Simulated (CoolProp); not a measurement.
The numbers come from the reference Helmholtz-energy equation of state, Gao 2022 in CoolProp.

Give the vapour pressure (MPa), liquid density (kg/m³), enthalpy of vaporisation (kJ/kg), vapour Z of saturated n-perfluorobutane at 262.3 K.


```csv
T (K),p (MPa),liquid density (kg/m³),enthalpy of vaporisation (kJ/kg),vapour Z
262.3,0.0700,1630,100,0.964
```
